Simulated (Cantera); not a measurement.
Charge: 1 mol n-butane, 0.35 mol O₂, held at 2350 °C and 79.0 mbar.

Method: chemical equilibrium by Gibbs-energy minimisation in Cantera with the NASA 1993 tables (ideal gas, pure condensed phases). Candidate condensed phases: C, C₆H₆, C₇H₈, C₈H₁₈, H₂O; 110 gas species. The numbers say what is thermodynamically allowed, not how fast it happens.

Base state: H₂ 0.742, H 0.129, CO 0.115, C₂H₂ (acetylene) 0.0132, C₂H 0.000211, C₄H₂ 9.68e-5, C₃ 3.90e-5, CH₃ 1.64e-5 (mole fractions); condensed: C(graphite).

Task: What changes in the equilibrium state with this change: pressure from 79.0 mbar to 1.00 bar?

Result: 
| species | before | after |
|---|---|---|
| H₂ | 0.742 | 0.826 |
| CO | 0.115 | 0.120 |
| H | 0.129 | 0.0383 |
| C₂H₂ (acetylene) | 0.0132 | 0.0146 |
| CH₄ | 5.41e-6 | 8.48e-5 |
| C₃ | 3.90e-5 | 3.08e-6 |
| C | 1.06e-5 | 8.35e-7 |
| CH₃ | 1.64e-5 | 6.87e-5 |
| C(graphite), mol | 3.13 | 3.13 |

Task: What changes in the equilibrium state with this change: O₂ from 0.35 to 0.011 mol?

Result: 
```json
[
 {"species": "H₂", "before": "0.742", "after": "0.843"},
 {"species": "H", "before": "0.129", "after": "0.138"},
 {"species": "C₂H₂ (acetylene)", "before": "0.0132", "after": "0.0149"},
 {"species": "CO", "before": "0.115", "after": "0.00408"},
 {"species": "CH₃", "before": "1.64e-5", "after": "1.99e-5"},
 {"species": "C₄H₂", "before": "9.68e-5", "after": "0.000110"},
 {"species": "C(graphite), mol", "before": "3.13", "after": "3.81"}
]
```
